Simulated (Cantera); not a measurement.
A freely propagating, adiabatic, planar premixed flame of H₂ : O₂ : N₂ : H₂O = 1 : 0.278 : 1.08 : 0.68 (molar parts), unburnt at 625 K and 1.01 bar; mixture-averaged transport, grid criteria slope 0.08 and curve 0.16, no radiation.

Cantera simulation using the H2/O2 subset of GRI-Mech 3.0, which has no nitrogen chemistry; the numbers are that mechanism's predictions, not measurements. Burning velocities carry a grid error of a few per cent, more on coarse grids.

Task: Predict: laminar burning velocity; thermal thickness; peak x(OH); peak x(H₂O₂); peak x(HO₂).

Result: laminar burning velocity: 594 cm/s
thermal thickness: 0.390 mm
peak x(OH): 0.00475
peak x(H₂O₂): 2.23e-5
peak x(HO₂): 0.000424
